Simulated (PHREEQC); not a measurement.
**Hard or scaling water: speciation**

A solution holds 0.048 mol/kgw MgCl2 and 0.0003 mol/kgw Na2SO4, at 20 °C. It is in equilibrium with CO2 at log p = 0 (atm). Otherwise closed; pH follows from the charge balance.

All values are PHREEQC results (ion-association model, phreeqc.dat), not measurements.

Precipitation was switched off in this run.

Task: What pH does the model give?

Result: pH 3.84.

Task: In which forms is S present?

Result: MgSO4 54 %, SO4-2 46 % of the S.

Species that the database lacks are ignored.
